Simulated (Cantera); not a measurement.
A closed system holds: 1 mol SiHCl₃, 0.16 mol NH₃, 8.4 mol N₂, equilibrated at 0.120 bar.

Cantera equilibrium calculation (NASA polynomials, part measured and part estimated; ideal gas, pure solids and liquids). Candidate condensed phases: NH₄Cl, Si, Si₃N₄; 28 gas species. The tables' values for SiCl₃ are old estimates; treat these amounts as uncertain. Equilibrium is a limit: real reactors are often held back by kinetics, nucleation or transport.

x: gas mole fraction; n: condensed amount in mol.

```tsv
T (°C)	x N₂	x HCl	x SiCl₄	x H₂	x SiCl₃	x SiCl₂	n Si₃N₄(s)
550	0.825	0.0969	0.0517	0.0264	3.28e-7	1.87e-10	0.163
650	0.824	0.103	0.0500	0.0232	4.51e-6	1.64e-8	0.168
750	0.822	0.108	0.0487	?	3.69e-5	?	0.172
850	0.822	0.112	0.0476	0.0189	0.000206	1.11e-5	0.175
950	0.821	0.114	0.0463	0.0175	0.000858	0.000127	0.177
1050	0.820	0.116	0.0438	0.0165	0.00280	?	0.175
1150	0.817	0.116	0.0378	0.0160	0.00716	0.00537	0.165
```

Question: Fill in the missing entries.

Answer: 
- 1050, x SiCl₂: 0.000980
- 750, x H₂: 0.0208
- 750, x SiCl₂: 5.90e-7
